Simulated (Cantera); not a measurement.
Mixture: CH4 : O2 : N2 = 1 : 1.33 : 5.47 (molar parts), equivalence ratio 1.5, at 101000 Pa, adiabatic and at constant volume. Ignition delay is the time to a rise of 400 K.

Cantera simulation using GRI-Mech 3.0 (53 species, 325 reactions); the numbers are that mechanism's predictions, not measurements.

Q: What does this change do: 0.041 parts H2 added?

A: 
```tsv
quantity	before	after
delay at 1248 K	29.6 ms	19.9 ms
delay at 1448 K	2.44 ms	1.93 ms
delay at 1648 K	0.346 ms	0.305 ms
delay at 1848 K	84.1 µs	78.8 µs
delay at 2048 K	29.3 µs	28.2 µs
apparent activation energy between 1948 and 2148 K	160 kJ/mol	160 kJ/mol
```

Q: What does this change do: CH4 1 to 0.42 parts?

A: 
```csv
quantity,before,after
delay at 1248 K,29.6 ms,19.0 ms
delay at 1448 K,2.44 ms,1.71 ms
delay at 1648 K,0.346 ms,0.294 ms
delay at 1848 K,84.1 µs,82.0 µs
delay at 2048 K,29.3 µs,30.5 µs
apparent activation energy between 1948 and 2148 K,160 kJ/mol,150 kJ/mol
```
